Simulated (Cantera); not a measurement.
A perfectly stirred reactor is fed with CH4 : H2 = 1 : 36 (molar parts), at 0.000880 bar; it is held at 1775 K, and followed from long to short residence time.

Cantera simulation using GRI-Mech 3.0 (53 species, 325 reactions); the numbers are that mechanism's predictions, not measurements. GRI-Mech 3.0 stops at C3 and has no aromatics, soot or wall deposition, so with more carbon than oxygen in the feed, carbon stays in small species such as C2H2 where larger ones or solid carbon would form. Radical loss at walls, strong at low pressure, is not modelled.

Question: What does this change do: CH4 1 to 4.7 parts?

Answer: 
```
quantity                  before     after
----------------------  --------  --------
x(CH4) at τ = 0.310 s     0.0264     0.100
x(H2) at τ = 0.310 s       0.972     0.890
x(C2H) at τ = 0.310 s   4.70e-10   4.62e-8
x(CH3) at τ = 0.310 s   0.000333   0.00239
x(C2H4) at τ = 0.310 s   1.99e-5  0.000655
x(CH4) at τ = 8.50 ms     0.0270     0.115
x(H2) at τ = 8.50 ms       0.973     0.884
x(C2H) at τ = 8.50 ms     <1e-12    <1e-12
x(CH3) at τ = 8.50 ms    9.53e-6   8.35e-5
x(C2H4) at τ = 8.50 ms   2.57e-9   1.99e-7
```

Question: What does this change do: pressure from 0.000880 bar to 0.740 bar?

Answer: 
```
quantity                  before     after
----------------------  --------  --------
x(CH4) at τ = 0.310 s     0.0264    0.0113
x(H2) at τ = 0.310 s       0.972     0.981
x(C2H) at τ = 0.310 s   4.70e-10   1.98e-8
x(CH3) at τ = 0.310 s   0.000333   7.67e-5
x(C2H4) at τ = 0.310 s   1.99e-5  0.000157
x(CH4) at τ = 8.50 ms     0.0270    0.0246
x(H2) at τ = 8.50 ms       0.973     0.974
x(C2H) at τ = 8.50 ms     <1e-12   2.68e-9
x(CH3) at τ = 8.50 ms    9.53e-6  0.000162
x(C2H4) at τ = 8.50 ms   2.57e-9   5.32e-5
```
